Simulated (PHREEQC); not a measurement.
PHREEQC input (Pitzer model, pitzer.dat):

```
SOLUTION 1
  temp 30
  units mol/kgw
  pH 7 charge
  Br 0.0116
  Mg 0.0058
  S(6) 0.00019
  Ca 0.00019
  Cl 0.0057
  Na 0.0057
END
USE solution 1
INCREMENTAL_REACTIONS false
REACTION 1
  H2O -1
  0 9.886 18.011 24.689 30.178 34.689 38.397 41.444
  43.949 46.007 47.699 49.089 50.232 51.172 51.944 52.578
  53.1 53.528 53.88 54.17 54.408 54.603 54.764 54.896
  55.005 55.094 55.168 55.228 moles
EQUILIBRIUM_PHASES 1
  Bischofite 0 0
  Bloedite 0 0
  Brucite 0 0
  Epsomite 0 0
  Glauberite 0 0
  Gypsum 0 0
  Anhydrite 0 0
  Halite 0 0
  Hexahydrite 0 0
  Kieserite 0 0
  Mirabilite 0 0
  Portlandite 0 0
  Thenardite 0 0
  MgCl2_4H2O 0 0
SELECTED_OUTPUT 1
  -reset false
  -pH true
  -pe true
  -ionic_strength true
  -water true
  -activities H2O
  -totals Br Ca Cl Mg Na S
  -molalities H+ Na+ Mg+2 Ca+2 Cl- SO4-2 Br- OH- HSO4- MgOH+
  -equilibrium_phases Bischofite Bloedite Brucite Epsomite Glauberite Gypsum Anhydrite Halite Hexahydrite Kieserite
    Mirabilite Portlandite Thenardite MgCl2_4H2O
PRINT
  -reset false
END
```

Selected output (columns that matter, 13 of 28 rows; water left (kg) added in front):

```
water left (kg)	pH	mu	Br	Ca	Cl	Mg	Na	S	m_H+	m_Na+	m_Mg+2	m_Ca+2	m_Cl-	la_H2O
1	6.8213	0.02386	0.0116	0.00019	0.0057	0.0058	0.0057	0.00019	1.7389e-07	0.0057	0.0057999	0.00019	0.0057	-0.00021201
0.675514	6.795	0.035321	0.017172	0.00028127	0.008438	0.0085861	0.008438	0.00028127	1.8854e-07	0.008438	0.008586	0.00028127	0.008438	-0.0003107
0.456313	6.7642	0.052289	0.025421	0.00041638	0.012491	0.012711	0.012491	0.00041638	2.0663e-07	0.012491	0.01271	0.00041638	0.012491	-0.00045544
0.253345	6.7091	0.09418	0.045787	0.00074997	0.022499	0.022894	0.022499	0.00074997	2.4152e-07	0.022499	0.022894	0.00074997	0.022499	-0.00080946
0.171138	6.6657	0.13942	0.067782	0.0011102	0.033306	0.033891	0.033306	0.0011102	2.7102e-07	0.033306	0.033891	0.0011102	0.033306	-0.0011905
0.115613	6.6158	0.20638	0.10034	0.0016434	0.049303	0.050168	0.049303	0.0016434	3.0661e-07	0.049303	0.050167	0.0016434	0.049303	-0.0017563
0.0641769	6.5253	0.37178	0.18075	0.0029606	0.088817	0.090375	0.088817	0.0029606	3.7445e-07	0.088817	0.090375	0.0029606	0.088817	-0.0031761
0.0433504	6.4502	0.5504	0.26759	0.0043829	0.13149	0.13379	0.13149	0.0043829	4.3231e-07	0.13149	0.13379	0.0043829	0.13149	-0.0047544
0.0292979	6.3577	0.81439	0.39593	0.0064851	0.19455	0.19797	0.19455	0.0064851	5.0404e-07	0.19455	0.19797	0.0064851	0.19455	-0.0071845
0.0197855	6.239	1.2059	0.58629	0.009603	0.28809	0.29314	0.28809	0.009603	5.9583e-07	0.28809	0.29314	0.009603	0.28809	-0.011026
0.0133718	6.0804	1.7844	0.8675	0.014209	0.42627	0.43375	0.42627	0.014209	7.1814e-07	0.42627	0.43375	0.014209	0.42627	-0.01728
0.0074265	5.7132	3.2128	1.562	0.025584	0.76752	0.78099	0.76752	0.025584	1.0106e-06	0.76752	0.78099	0.025584	0.76752	-0.036152
0.00501236	5.3218	4.7602	2.3143	0.037906	1.1372	1.1571	1.1372	0.037906	1.3524e-06	1.1372	1.1571	0.037906	1.1372	-0.062788
```

Species that the database lacks are ignored.
